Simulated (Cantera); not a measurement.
Thermodynamics of fluorocarbon and chlorocarbon gases, feed C2F6 + CH4 + H2

A closed system holds: 1 mol C2F6, 0.052 mol CH4, 0.17 mol H2, equilibrated at 1.00 Torr.

Cantera equilibrium calculation (NASA polynomials, part measured and part estimated; ideal gas, pure solids and liquids). Candidate condensed phases: C, C6H6, C7H8, C8H18; 110 gas species. Ions and electrons are included (thermal ionisation). The feed counts by its element totals alone. Rates play no part.

```json
[
 {"T (°C)": "2227", "x F": "0.781", "x C": "0.000125", "x HF": "0.0997", "x CF2": "0.0925", "x C3": "0.000373", "x H": "0.000126", "x CF": "0.0255", "x C2": "3.44e-5", "n C(graphite)": "1.39"},
 {"T (°C)": "2477", "x F": "0.818", "x C": "0.00283", "x HF": "0.0901", "x CF2": "0.0206", "x C3": "0.0127", "x H": "0.00146", "x CF": "0.0535", "x C2": "0.00122", "n C(graphite)": "1.35"},
 {"T (°C)": "2727", "x F": "0.757", "x C": "0.0249", "x HF": "0.0705", "x CF2": "0.00302", "x C3": "0.0654", "x H": "0.0108", "x CF": "0.0573", "x C2": "0.0102", "n C(graphite)": "0"},
 {"T (°C)": "2977", "x F": "0.746", "x C": "0.0846", "x HF": "0.0379", "x CF2": "0.000356", "x C3": "0.0414", "x H": "0.0369", "x CF": "0.0345", "x C2": "0.0178", "n C(graphite)": "0"},
 {"T (°C)": "3227", "x F": "0.715", "x C": "0.175", "x HF": "0.0114", "x CF2": "3.88e-5", "x C3": "0.0107", "x H": "0.0563", "x CF": "0.0157", "x C2": "0.0152", "n C(graphite)": "0"},
 {"T (°C)": "3477", "x F": "0.701", "x C": "0.222", "x HF": "0.00311", "x CF2": "3.94e-6", "x C3": "0.00100", "x H": "0.0616", "x CF": "0.00540", "x C2": "0.00600", "n C(graphite)": "0"},
 {"T (°C)": "3727", "x F": "0.698", "x C": "0.234", "x HF": "0.000954", "x CF2": "4.69e-7", "x C3": "7.94e-5", "x H": "0.0631", "x CF": "0.00184", "x C2": "0.00195", "n C(graphite)": "0"},
 {"T (°C)": "3977", "x F": "0.698", "x C": "0.237", "x HF": "0.000332", "x CF2": "6.96e-8", "x C3": "7.67e-6", "x H": "0.0635", "x CF": "0.000690", "x C2": "0.000675", "n C(graphite)": "0"},
 {"T (°C)": "4227", "x F": "0.698", "x C": "0.238", "x HF": "0.000129", "x CF2": "1.27e-8", "x C3": "9.38e-7", "x H": "0.0636", "x CF": "0.000286", "x C2": "0.000259", "n C(graphite)": "0"},
 {"T (°C)": "4477", "x F": "0.697", "x C": "0.238", "x HF": "5.54e-5", "x CF2": "2.74e-9", "x C3": "1.42e-7", "x H": "0.0637", "x CF": "0.000129", "x C2": "0.000109", "n C(graphite)": "0"},
 {"T (°C)": "4727", "x F": "0.697", "x C": "0.238", "x HF": "2.58e-5", "x CF2": "6.91e-10", "x C3": "2.58e-8", "x H": "0.0637", "x CF": "6.32e-5", "x C2": "5.01e-5", "n C(graphite)": "0"}
]
```
x: gas mole fraction; n: condensed amount in mol.

From 2227 °C to 2477 °C the condensed part is C(graphite). From 2727 °C to 4727 °C nothing is condensed. The main C-bearing gas is CF2 at 2227 °C and C at 4727 °C.
